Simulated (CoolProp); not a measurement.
A closed Brayton cycle with carbon dioxide: compressor inlet 312.15 K and 7.6 MPa, high pressure 16.2 MPa, turbine inlet 745 K, compressor efficiency 0.8, turbine efficiency 0.9, recuperator effectiveness 0.9 (on enthalpy, no pinch check). Each further row changes one setting.

Values from CoolProp's reference Helmholtz-energy equation of state, Span 1996.

```csv
case,thermal efficiency (%),net work (kJ/kg),compressor to turbine work,compressor exit (K),turbine exit (K)
as stated,28.8,56.5,0.37,370.5,659.7
turbine inlet 695 K,26.9,49.6,0.40,370.5,612.9
compressor inlet 322.15 K,27.6,49.9,0.45,387.6,659.7
high pressure 13.8 MPa,26.9,46.5,0.35,357.8,677.4
recuperator effectiveness 0.5,17.1,56.5,0.37,370.5,659.7
```
